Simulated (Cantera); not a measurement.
Input (Python, Cantera) and output of one run.

```python
import numpy as np
import cantera as ct

gas_names = """
    Fe FeO Fe(OH)2 H HO2 H2 H2O H2O2 O OH O2 O3
""".split()
cond_names = """
    Fe(a) Fe(c) Fe(d) Fe(L) FeO(s) FeO(L) Fe(OH)2(s) Fe(OH)3(s) Fe2O3(s) Fe3O4(s) H2O(s) H2O(L)
""".split()


# ... load() reads the species with a 1 bar reference pressure and builds the phases ...
atoms = {
    'Fe3O4': {'Fe': 3, 'O': 4},
    'H2': {'H': 2},
}
top_T = {'Fe2O3(s)': 1830, 'Fe3O4(s)': 1870}  # K; cautious upper limits of use, not melting points


# ... equilibrate(T, P, feed) seeds the gas with the atoms and calls Mixture.equilibrate('TP', solver="vcs", rtol=1e-11, max_steps=5000) ...
results = []
feed = {'Fe3O4': 1, 'H2': 85}  # mol
T = 1700  # K
P = 1333.22  # Pa
mix = equilibrate(T, P, feed)
results.append((T, P, feed, dict(zip(mix.species_names, mix.species_moles))))
x = sorted(zip(gas.X, gas.species_names), reverse=True)
print(f"T = {T:g} K  P = {P:g} Pa  gas = {mix.phase_moles(0):.4g} mol")
print("   x: " + "  ".join(f"{s} {v:.3e}" for v, s in x if v > 1e-06))
print("   condensed (mol): " + ("  ".join(f"{mix.phase(i).name} {mix.phase_moles(i):.4g}"
      for i in range(1, mix.n_phases) if mix.phase_moles(i) > 1e-12) or "none"))
```

Output:

```
T = 1700 K  P = 1333.22 Pa  gas = 85.09 mol
   x: H2 9.513e-01  H2O 4.700e-02  H 1.245e-03  Fe 4.720e-04  OH 3.178e-06
   condensed (mol): Fe(d) 2.96
```

Cantera equilibrium calculation (NASA polynomials, part measured and part estimated; ideal gas, pure solids and liquids).
